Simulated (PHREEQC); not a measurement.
Solution (7.5 °C): 0.0081 mol Pb(NO3)2 and 0.00011 mol NaCl per kg of water. Closed to the air; pH follows from the charge balance.

Model: ion-association model, wateq4f.dat, run in PHREEQC.

| quantity | before | after |
|---|---|---|
| pH | 4.99 | 6.77 |
| ionic strength (mol/kgw) | 0.0226 | 0.0244 |
| Cl- (mol/kgw) | 9.98e-5 | 0.000108 |
| SI of Halite (NaCl) | -9.62 | -9.59 |

Problem. Name the change that produced these shifts.
A. temperature from 7.5 to 70 °C
B. NaCl from 0.00011 to 0.00022 mol/kgw
C. NaCl from 0.00011 to 0.000121 mol/kgw
D. Pb(NO3)2 replaced by Mn(NO3)2 at the same molality

Solution. D, Pb(NO3)2 replaced by Mn(NO3)2 at the same molality

No solid was allowed to form. Constants without temperature data keep their 25 °C values here.
